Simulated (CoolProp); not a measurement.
R365MFC at 351.18 K and 0.031 MPa is compressed adiabatically to 0.201 MPa with isentropic efficiency 0.75. Each further row changes one setting.

Computed with CoolProp (reference Helmholtz-energy equation of state, Lemmon 2016).

```json
[
 {"case": "as stated", "work (kJ/kg)": "50.6", "final temperature (K)": "398.2", "final density (kg/m³)": "9.33"},
 {"case": "efficiency 1", "work (kJ/kg)": "37.9", "final temperature (K)": "387.5", "final density (kg/m³)": "9.63"},
 {"case": "efficiency 0.65", "work (kJ/kg)": "58.3", "final temperature (K)": "404.8", "final density (kg/m³)": "9.16"}
]
```
